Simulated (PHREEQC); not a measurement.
Consider water at 70 °C with 0.16 mol HF, 0.12 mol NaF and 0.21 mol H3PO4 per kg of water. Closed to the air; pH follows from the charge balance.

The numbers come from PHREEQC with the ion-association model, phreeqc.dat.

Precipitation was switched off in this run.

Task: Order these F species by the share of F that they hold, largest first: HF2-, HF, F-, NaF.

Result: HF (84 %), HF2- (10 %), F- (5.1 %), NaF (0.19 %)

The pH is 2.19 and the ionic strength 0.128 mol/kgw. Complexes and solids missing from the database can't appear. At this temperature some constants are extrapolated from 25 °C, and those without enthalpy data are left unchanged.
